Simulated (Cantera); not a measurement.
Cantera run:

```python
import numpy as np
import cantera as ct

gas_names = [...]  # 118 gases of nasa_gas.yaml made of C, Cl, F, H
cond_names = """
    C(gr) C6H6(L) C7H8(L) C8H18(L),n-octa
""".split()


# ... load() reads the species with a 1 bar reference pressure and builds the phases ...
atoms = {
    'c-C4F8': {'C': 4, 'F': 8},
    'HCl': {'H': 1, 'CL': 1},
    'H2': {'H': 2},
}
top_T = {'C(gr)': 4500}  # K; cautious upper limits of use, not melting points


# ... equilibrate(T, P, feed) seeds the gas with the atoms and calls Mixture.equilibrate('TP', solver="vcs", rtol=1e-11, max_steps=5000) ...
results = []
feed = {'c-C4F8': 1, 'HCl': 0.23, 'H2': 15}  # mol
T = 2775  # K
for P in [1, 6.8, 46, 320, 2200, 15000, 100000]:
    mix = equilibrate(T, P, feed)
    results.append((T, P, feed, dict(zip(mix.species_names, mix.species_moles))))

top = {s: max(r[3][s] / sum(r[3][g] for g in gas_names) for r in results) for s in gas_names}
cols = sorted((s for s in top if top[s] > 1e-06), key=lambda s: -top[s])[:9]
seen = [c for c in cond_names if any(r[3].get(c, 0) > 1e-12 for r in results)]
print("log10 of partial pressures in bar; condensed amounts in mol")
print(f"{'P/Pa':>10s}" + "".join(f"{s[:9]:>10s}" for s in cols + seen))
for T, P, feed, n in results:
    ng = sum(n[g] for g in gas_names)
    print(f"{P:10.4g}" + "".join(f"{np.log10(max(n[s] / ng * P / 1e5, 1e-99)):10.3f}" for s in cols)
          + "".join(f"{n.get(c, 0):10.4g}" for c in seen))
```

Output:

```
log10 of partial pressures in bar; condensed amounts in mol
      P/Pa         H        H2        HF         F         C        C3 C2H2,acet       HCL        CL     C(gr)
         1    -5.148    -8.046    -6.317    -5.819    -6.151    -7.187   -11.260    -9.975    -7.238         0
       6.8    -4.323    -6.395    -4.979    -5.307    -5.689    -5.799    -8.684    -8.266    -6.354         0
        46    -3.523    -4.794    -3.964    -5.093    -5.357    -4.804    -6.420    -6.616    -5.505         0
       320    -2.779    -3.307    -3.022    -4.894    -5.301    -4.635    -4.821    -5.080    -4.712     2.967
      2200    -2.194    -2.136    -2.111    -4.568    -5.301    -4.635    -3.649    -3.856    -4.074     3.392
   1.5e+04    -1.708    -1.166    -1.235    -4.178    -5.301    -4.635    -2.679    -2.855    -3.558     3.376
     1e+05    -1.270    -0.289    -0.393    -3.774    -5.301    -4.635    -1.803    -1.965    -3.106     3.347
```

These are equilibrium values from Cantera (NASA tables, ideal gas, pure condensed phases), not measurements of a reactor. The feed counts by its element totals alone.
